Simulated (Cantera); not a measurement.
A perfectly stirred reactor is fed with CH4 : O2 : N2 : CO2 = 1 : 4.55 : 17.1 : 4.7 (molar parts), at 850000 Pa; it is adiabatic with a 748 K inlet, and is followed from long to short residence time, starting on the burning branch (τ in s: 0.087, 0.037, 0.016, 0.0067, 0.0029, 0.0012, 0.00052, 0.00022, 9.5e-05, 4e-05, 1.7e-05, 7.3e-06, 3.1e-06).

Computed with Cantera and GRI-Mech 3.0 (53 species, 325 reactions).

Predict: blow-out, bracketed by the residence times tried; x(CH4) at τ = 87.0 ms; x(O2) at τ = 87.0 ms; x(CO2) at τ = 87.0 ms; x(CH3) at τ = 87.0 ms; x(H2O2) at τ = 87.0 ms; x(CH4) at τ = 0.520 ms; x(O2) at τ = 0.520 ms; x(CO2) at τ = 0.520 ms.


| Property | Result |
|---|---|
| blow-out, bracketed by the residence times tried | burning at 2.90 ms, out at 1.20 ms |
| x(CH4) at τ = 87.0 ms | 2.98e-5 |
| x(O2) at τ = 87.0 ms | 0.0934 |
| x(CO2) at τ = 87.0 ms | 0.208 |
| x(CH3) at τ = 87.0 ms | 2.71e-6 |
| x(H2O2) at τ = 87.0 ms | 7.18e-8 |
| x(CH4) at τ = 0.520 ms | 0.0366 |
| x(O2) at τ = 0.520 ms | 0.166 |
| x(CO2) at τ = 0.520 ms | 0.172 |
